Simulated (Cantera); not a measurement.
A freely propagating, adiabatic, planar premixed flame of C₂H₄ : O₂ : N₂ : CO₂ = 1 : 2.5 : 9.4 : 0.3 (molar parts), unburnt at 525 K and 0.140 bar; mixture-averaged transport, grid criteria slope 0.08 and curve 0.16, no radiation.

Detailed kinetics in Cantera: GRI-Mech 3.0 (53 species, 325 reactions). GRI-Mech 3.0 was tuned for natural gas; its chemistry of ethylene as a main component is partial and can be far from experiment. Burning velocities carry a grid error of a few per cent, more on coarse grids.

Predict: laminar burning velocity; thermal thickness; peak x(H₂O₂); peak x(H); peak x(HO₂).


| Item | Result |
|---|---|
| laminar burning velocity | 234 cm/s |
| thermal thickness | 1.58 mm |
| peak x(H₂O₂) | 4.71e-5 |
| peak x(H) | 0.0206 |
| peak x(HO₂) | 0.000632 |
